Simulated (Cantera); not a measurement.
An isothermal, constant-pressure homogeneous reactor starts with 84.7 % NO, 15.3 % N2, at 1975 K and 2300 Pa.

Cantera simulation using GRI-Mech 3.0 (53 species, 325 reactions); the numbers are that mechanism's predictions, not measurements. Radical loss at walls, strong at low pressure, is not modelled.

Task: Predict: x(NO) at 20.0 s; x(N2) at 20.0 s; x(O2) at 20.0 s; x(O) at 20.0 s; x(NO2) at 20.0 s; x(N2O) at 20.0 s.

Result: 
```json
{
 "x(NO) at 20.0 s": "0.101 (gas-phase equilibrium 0.00861)",
 "x(N2) at 20.0 s": "0.525 (gas-phase equilibrium 0.571)",
 "x(O2) at 20.0 s": "0.372 (gas-phase equilibrium 0.418)",
 "x(O) at 20.0 s": "0.00224 (gas-phase equilibrium 0.00236)",
 "x(NO2) at 20.0 s": "3.64e-5 (gas-phase equilibrium 3.31e-6)",
 "x(N2O) at 20.0 s": "2.28e-6 (gas-phase equilibrium 6.27e-8)"
}
```
